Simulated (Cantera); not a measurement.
**Thermodynamics of carbon deposition, reforming and gasification, feed C2H6 + O2 + H2**

Charge: 1 mol C2H6, 0.68 mol O2, 12 mol H2, equilibrated at 0.360 bar.

Cantera equilibrium calculation (NASA polynomials, part measured and part estimated; ideal gas, pure solids and liquids). Candidate condensed phases: C, C6H6, C7H8, C8H18, H2O; 110 gas species. Rates play no part.

From 475 °C to 575 °C nothing is condensed. From 675 °C to 1175 °C the condensed part is C(graphite). The main C-bearing gas is CH4 at 475 °C and CO at 1175 °C.

```csv
T (°C),x H2,x CH4,x H2O,x CO,x CO2,x H,x C2H2 (acetylene),x C2H4,n C(graphite)
475,0.745,0.152,0.102,0.000903,0.000768,<1e-12,<1e-12,1.23e-9,0
575,0.792,0.115,0.0630,0.0238,0.00584,2.82e-11,4.43e-12,3.64e-8,0
675,0.867,0.0465,0.0194,0.0642,0.00260,8.14e-10,2.24e-10,1.24e-7,0.265
775,0.899,0.0170,0.00479,0.0792,0.000501,1.22e-8,3.54e-9,2.12e-7,0.453
875,0.909,0.00708,0.00130,0.0823,9.93e-5,1.14e-7,3.38e-8,3.15e-7,0.548
975,0.913,0.00335,0.000420,0.0830,2.45e-5,7.44e-7,2.22e-7,4.32e-7,0.593
1075,0.915,0.00176,0.000160,0.0831,7.41e-6,3.69e-6,1.10e-6,5.62e-7,0.614
1175,0.916,0.00101,6.95e-5,0.0831,2.66e-6,1.47e-5,4.35e-6,7.01e-7,0.625
```
x: gas mole fraction; n: condensed amount in mol.
